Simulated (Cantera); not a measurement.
Source: NASA polynomial tables (part measured, part estimated), evaluated in Cantera. Values are per mole of reaction as written; species without (g) are pure solids or liquids, kept so even where they would boil at 1 bar.

10 OH(g) + 2 V = V2O5 + 5 H2O(g)

```csv
T (K),ΔH° (kJ),ΔS° (J/K),ΔG° (kJ),log10 K,condensed phases
300,?,?,?,?,"V(s), V2O5(s)"
2223,?,?,?,?,"V(l), V2O5(l)"
2248,-3103.6,-761.4,-1392.0,32.34,"V(l), V2O5(l)"
2273,-3103.3,-761.3,-1372.9,31.55,"V(l), V2O5(l)"
2298,-3103.1,-761.2,-1353.9,30.77,"V(l), V2O5(l)"
2323,-3102.8,-761.0,-1334.9,30.02,"V(l), V2O5(l)"
2348,-3102.5,-760.9,-1315.8,29.27,"V(l), V2O5(l)"
2373,-3102.2,-760.8,-1296.8,28.55,"V(l), V2O5(l)"
```

Task: Some entries are withheld; supply them.

Result: 
- 300, ΔH° (kJ): -3153.3
- 300, ΔS° (J/K): -820.8
- 300, ΔG° (kJ): -2907.0
- 300, log10 K: 506.15
- 2223, ΔH° (kJ): -3103.9
- 2223, ΔS° (J/K): -761.5
- 2223, ΔG° (kJ): -1411.0
- 2223, log10 K: 33.15
